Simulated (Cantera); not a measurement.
Hydrocarbon pyrolysis for carbon deposition

An isothermal, constant-pressure homogeneous reactor starts with C3H8 : H2 : N2 = 1 : 3.4 : 0.008 (molar parts), at 1173 K and 2670 Pa.

Cantera simulation using GRI-Mech 3.0 (53 species, 325 reactions); the numbers are that mechanism's predictions, not measurements. GRI-Mech 3.0 was tuned for natural gas; its chemistry of propane as a main component is partial and can be far from experiment. GRI-Mech 3.0 stops at C3 and has no aromatics, soot or wall deposition, so with more carbon than oxygen in the feed, carbon stays in small species such as C2H2 where larger ones or solid carbon would form. Radical loss at walls, strong at low pressure, is not modelled.

```tsv
t (s)	x C3H8	x H2	x C2H6	x C2H	x C2H2	x H	x C2H4
1.00e-6	0.227	0.771	2.15e-10	<1e-12	<1e-12	1.41e-9	6.23e-10
3.22e-6	0.227	0.771	2.21e-9	<1e-12	<1e-12	1.21e-8	7.34e-9
1.04e-5	0.227	0.771	2.25e-8	<1e-12	<1e-12	7.56e-8	1.15e-7
3.34e-5	0.227	0.771	2.21e-7	<1e-12	<1e-12	3.16e-7	1.79e-6
0.000107	0.227	0.771	1.94e-6	<1e-12	7.07e-12	1.08e-6	2.11e-5
0.000346	0.227	0.771	1.32e-5	<1e-12	1.12e-9	3.44e-6	0.000208
0.00111	0.224	0.770	7.70e-5	<1e-12	1.23e-7	9.91e-6	0.00186
0.00359	0.211	0.762	0.000536	<1e-12	6.55e-6	1.74e-5	0.0126
0.0116	0.167	0.735	0.00205	<1e-12	0.000114	1.90e-5	0.0482
0.0372	0.0766	0.681	0.00393	5.04e-12	0.00113	2.20e-5	0.121
0.120	0.00725	0.640	0.00239	2.39e-11	0.00638	1.73e-5	0.172
0.386	0.000299	0.638	0.00106	1.48e-11	0.0137	4.98e-6	0.170
1.24	7.31e-6	0.641	0.000661	1.01e-11	0.0211	2.22e-6	0.162
4.00	1.10e-6	0.646	0.000512	1.47e-11	0.0357	1.93e-6	0.145
```
x: mole fraction; the columns are a selection and need not sum to one.

Equilibrium at this temperature and pressure: C3H8 9.05e-8, H2 0.589, C2H6 9.09e-5, C2H 1.24e-11, C2H2 0.0942, H 5.58e-7, C2H4 0.0274 (gas phase only).
